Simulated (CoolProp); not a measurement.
Vapour pressure (kPa) of R227EA: the reference equation beside estimates from Tc = 374.9 K, pc = 2925 kPa, ω = 0.358. Clausius-Clapeyron is anchored at 250.5 K with a constant enthalpy of vaporisation of 22.86 kJ/mol.

Values from CoolProp's reference Helmholtz-energy equation of state, Lemmon 2016.

```csv
T (K),reference,Lee-Kesler,Clausius-Clapeyron
181.5,0.6996,0.6808,1.179
198.8,3.303,3.212,4.407
216,11.52,11.28,13.26
233.3,32.40,32.01,34.07
250.5,76.52,76.20,76.52
267.8,159.2,159.4,155.5
285,297.8,298.9,288.9
302.3,515.3,517.1,501.8
319.5,833.3,834.7,818.8
```

Absolute difference from the reference over all 9 rows, mean and median: Lee-Kesler 1.1 and 0.4 %, Clausius-Clapeyron 14.7 and 3.0 %.
